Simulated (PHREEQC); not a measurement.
Ca(OH)2 is added in steps, without added water, to 1 kg of water holding 4.6 mmol/kgw ZnCl2, 0.041 mmol/kgw NaCl and 0.26 mmol/kgw NiCl2, at 25 °C. Oxygen is held at 0.21 atm. No CO2 enters from the air. Precipitation was switched off in this run.

Base run: PHREEQC, ion-association model, wateq4f.dat. Each further column changes one thing. The table gives Zn+2 (mol/kgw).

```tsv
Ca(OH)2 added (mol)	base	Debye-Hückel limiting law	all activity coefficients set to 1	metal-ligand complexes left out	Davies equation for every ion
0	0.00452	0.00453	0.00448	0.00460	0.00452
0.000525	0.00382	0.00383	0.00376	0.00391	0.00383
0.000875	0.00342	0.00344	0.00336	0.00352	0.00343
0.0014	0.00286	0.00287	0.00279	0.00295	0.00286
0.001925	0.00232	0.00233	0.00225	0.00241	0.00232
0.002275	0.00197	0.00198	0.00191	0.00205	0.00197
0.0028	0.00146	0.00148	0.00141	0.00154	0.00147
0.003325	0.000985	0.000996	0.000937	0.00105	0.000988
0.003675	0.000682	0.000692	0.000642	0.000732	0.000685
0.0042	0.000273	0.000279	0.000249	0.000300	0.000275
0.004725	2.68e-5	2.84e-5	2.16e-5	2.92e-5	2.73e-5
0.005075	1.90e-6	2.16e-6	1.03e-6	1.94e-6	1.95e-6
0.0056	1.76e-7	2.05e-7	8.57e-8	1.76e-7	1.80e-7
```

In at least one series the solution becomes supersaturated in solids that the run did not let form, among them Zincite(c), Zn5(OH)8Cl2, Ni(OH)2.
